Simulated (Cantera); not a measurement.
An isothermal, constant-pressure homogeneous reactor starts with H2 : O2 = 0.079 : 1 (molar parts), at 1375 K and 1.58 Torr.

Cantera simulation using the H2/O2 subset of GRI-Mech 3.0, which has no nitrogen chemistry; the numbers are that mechanism's predictions, not measurements. Radical loss at walls, strong at low pressure, is not modelled. The temperature is held fixed by assumption; the heat of reaction is taken as removed at once.

x: mole fraction; the columns are a selection and need not sum to one.

```tsv
t (s)	x H2	x O2	x O	x H2O2	x H
0.000100	0.0732	0.927	4.79e-9	3.15e-12	1.35e-8
0.000501	0.0732	0.927	8.28e-8	7.79e-11	6.42e-8
0.00251	0.0732	0.927	1.44e-5	___	8.08e-6
0.0126	0.00174	0.867	0.0495	1.39e-8	0.0119
0.0632	0.00167	0.869	0.0484	1.37e-8	0.0114
0.317	0.00150	0.875	0.0428	1.36e-8	0.00952
1.59	0.000896	0.896	0.0242	1.27e-8	0.00412
7.96	0.000154	0.919	0.00395	___	0.000275
39.9	1.00e-5	0.923	0.000254	___	4.51e-6
200	9.53e-7	0.924	2.41e-5	3.95e-10	1.32e-7
```

**Question.** Complete the blanks.

**Answer.** 
- 0.00251, x H2O2: 1.80e-9
- 7.96, x H2O2: 6.82e-9
- 39.9, x H2O2: 1.62e-9
